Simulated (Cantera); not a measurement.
Feed: 1 mol Si(CH₃)₄, 0.18 mol C₃H₈, 210 mol H₂, equilibrated at 1352 °C and 36.0 mbar.

These are equilibrium values from Cantera (NASA tables, ideal gas, pure condensed phases), not measurements of a reactor. Candidate condensed phases: C, C₆H₆, C₇H₈, C₈H₁₈, Si, SiC; 87 gas species. Kinetics and transport are ignored.

Base state: H₂ 1.000, H 0.000372, CH₄ 5.29e-5, C₂H₂ (acetylene) 3.55e-5 (mole fractions); condensed: C(graphite) + SiC(s).

Problem. What changes in the equilibrium state with this change: temperature from 1352 °C to 1575 °C?

Solution. 
| species | before | after |
|---|---|---|
| H₂ | 1.000 | 0.997 |
| H | 0.000372 | 0.00279 |
| C₂H₂ (acetylene) | 3.55e-5 | 0.000257 |
| CH₄ | 5.29e-5 | 2.36e-5 |
| C(graphite), mol | 3.51 | 3.42 |
| SiC(s), mol | 1.000 | 0.998 |
